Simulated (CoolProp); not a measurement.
Vapour pressure (bar) of methane: the reference equation beside estimates from Tc = 190.6 K, pc = 45.99 bar, ω = 0.011.

Model: reference Helmholtz-energy equation of state, Setzmann 1991, in CoolProp.

| T (K) | reference | Lee-Kesler | van der Waals | Peng-Robinson |
|---|---|---|---|---|
| 148.9 | 9.891 | 9.912 | 15.80 | 9.958 |
| 152.5 | 11.62 | 11.65 | 17.66 | 11.71 |
| 156.1 | 13.57 | 13.59 | 19.65 | 13.67 |
| 159.7 | 15.73 | 15.75 | 21.78 | 15.85 |
| 163.4 | 18.20 | 18.21 | 24.12 | 18.35 |
| 167 | 20.86 | 20.86 | 26.53 | 21.03 |
| 170.6 | 23.79 | 23.79 | 29.09 | 23.99 |
| 174.2 | 27.01 | 27.00 | 31.79 | 27.23 |
| 177.8 | 30.53 | 30.53 | 34.65 | 30.77 |

Absolute difference from the reference over all 9 rows, mean and median: Lee-Kesler 0.1 and 0.1 %, van der Waals 34.2 and 32.5 %, Peng-Robinson 0.8 and 0.8 %.
